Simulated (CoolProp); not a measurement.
Computed with CoolProp (reference Helmholtz-energy equation of state, Zhou 2011).

Q: For dimethyl carbonate, give the phase and the cv (kJ/(kg K)) at 231.55 °C and 2.67 bar; 279.25 °C and 2.67 bar; 303.05 °C and 2.67 bar.

A: 
- 231.55 °C and 2.67 bar: gas; cv 1.60
- 279.25 °C and 2.67 bar: gas; cv 1.69
- 303.05 °C and 2.67 bar: gas; cv 1.73
